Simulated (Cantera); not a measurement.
# Moist CO burnout

An isothermal, constant-pressure homogeneous reactor starts with 2.02 % CO, 0.791 % O2, 0.762 % H2O, 96.4 % N2, at 975 K and 560000 Pa.

Detailed kinetics in Cantera: GRI-Mech 3.0 (53 species, 325 reactions).

```tsv
t (s)	x CO	x O2	x H2O	x OH	x NO
0.000700	0.0202	0.00791	0.00762	1.30e-12	<1e-12
0.00252	0.0202	0.00791	0.00762	3.11e-12	<1e-12
0.00910	0.0202	0.00791	0.00762	1.10e-11	<1e-12
0.0328	0.0202	0.00791	0.00762	6.95e-11	<1e-12
0.118	0.0202	0.00789	0.00762	1.95e-9	<1e-12
0.427	0.0194	0.00749	0.00761	5.84e-9	<1e-12
1.54	0.0163	0.00596	0.00761	6.18e-9	9.14e-12
5.55	0.00928	0.00243	0.00762	4.95e-9	1.13e-10
20.0	0.00444	4.19e-5	0.00756	4.75e-10	4.63e-10
```
x: mole fraction; the columns are a selection and need not sum to one.

Equilibrium at this temperature and pressure: CO 0.00288, O2 <1e-12, H2O 0.00608, OH <1e-12, NO <1e-12 (gas phase only).
